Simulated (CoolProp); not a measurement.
Aqueous ammonia as a coolant, 14 % by mass, freezing at -21.1 °C, 1 atm.

Model: Melinder's fits for secondary coolants, in CoolProp.

```json
[
 {"T (°C)": "-9.2", "cp (kJ/(kg K))": "4.238", "conductivity (W/(m K))": "0.458", "density (kg/m³)": "951.6", "Prandtl number": "26.8"},
 {"T (°C)": "-5.1", "cp (kJ/(kg K))": "4.231", "conductivity (W/(m K))": "0.466", "density (kg/m³)": "950.8", "Prandtl number": "22.6"},
 {"T (°C)": "-0.9", "cp (kJ/(kg K))": "4.225", "conductivity (W/(m K))": "0.473", "density (kg/m³)": "949.8", "Prandtl number": "19.3"},
 {"T (°C)": "3.2", "cp (kJ/(kg K))": "4.218", "conductivity (W/(m K))": "0.479", "density (kg/m³)": "948.7", "Prandtl number": "16.7"},
 {"T (°C)": "7.3", "cp (kJ/(kg K))": "4.213", "conductivity (W/(m K))": "0.486", "density (kg/m³)": "947.5", "Prandtl number": "14.6"},
 {"T (°C)": "11.5", "cp (kJ/(kg K))": "4.208", "conductivity (W/(m K))": "0.493", "density (kg/m³)": "946.1", "Prandtl number": "12.8"},
 {"T (°C)": "15.6", "cp (kJ/(kg K))": "4.204", "conductivity (W/(m K))": "0.500", "density (kg/m³)": "944.7", "Prandtl number": "11.3"},
 {"T (°C)": "19.8", "cp (kJ/(kg K))": "4.200", "conductivity (W/(m K))": "0.507", "density (kg/m³)": "943.2", "Prandtl number": "9.95"},
 {"T (°C)": "23.9", "cp (kJ/(kg K))": "4.197", "conductivity (W/(m K))": "0.515", "density (kg/m³)": "941.5", "Prandtl number": "8.78"}
]
```
